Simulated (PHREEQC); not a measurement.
Dissolve 0.0285 mol/kgw NH4HF2, 0.00059 mol/kgw H2SiF6, 0.079 mol/kgw HBF4 and 0.097 mol/kgw HCl at 25 °C. Closed to the air; pH follows from the charge balance.

All values are PHREEQC results (ion-association model, phreeqc.dat), not measurements.

This is a speciation only: nothing precipitates in the calculation.

### Question
What pH does the model give?

### Answer
pH 0.92.

### Question
In which forms is F present?

### Answer
BF4- 83 %, HF 15 %, SiF6-2 0.9 % of the F.

SiF6-2 is the database's only silicon fluoride. Real BF4- forms and hydrolyses slowly; the run takes it at equilibrium.
